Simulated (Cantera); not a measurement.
A closed system holds: 1 mol SiHCl3, 0.014 mol Cl2, 620 mol H2, at 1500 °C and 830 Pa.

Equilibrium computed with Cantera from the NASA thermochemical tables; the gas is ideal and each condensed phase is pure. Candidate condensed phases: Si; 19 gas species. The tables' values for SiCl are old estimates; treat these amounts as uncertain. Gases not in the tables: Si2H6 and higher silanes. Kinetics and transport are ignored.

Base state: H2 0.992, HCl 0.00469, H 0.00311, Si 0.000257, SiCl2 7.14e-5, SiH 2.87e-5, SiH2 2.45e-5, Cl 1.13e-5 (mole fractions); condensed: Si(l).

Question: What changes in the equilibrium state with this change: H2 from 620 to 31 mol?

Answer: 
```tsv
species	before	after
H2	0.992	0.919
HCl	0.00469	0.0632
SiCl2	7.14e-5	0.0140
SiCl3	1.75e-8	4.77e-5
SiCl	1.12e-5	0.000157
Cl	1.13e-5	0.000158
SiH2	2.45e-5	2.27e-5
H	0.00311	0.00299
Si(l), mol	0.753	0.521
```
The tables' values for SiCl, SiCl3 are old estimates; treat these amounts as uncertain.
